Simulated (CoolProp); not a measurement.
A Linde-Hampson liquefier for CF4 (R14): isothermal reversible compression at 250 K from 1 atm to 15 MPa, throttling to 1 atm, return gas leaving the recuperator 10 K below the feed. Each further row changes one setting.

The numbers come from the reference Helmholtz-energy equation of state, Platzer 1990 in CoolProp. This equation is an older, rougher fit; its heat capacities, sound speeds and derivatives of the liquid may be far off and weren't checked against measurements.

```
case                        liquid yield per pass  compression work (kJ/kg of gas)
--------------------------  ---------------------  -------------------------------
as stated                                   0.406                             95.7
high pressure 30 MPa                        0.417                              109
warm-end temperature 280 K                  0.286                              116
warm-end gap 15 K                           0.396                             95.7
```
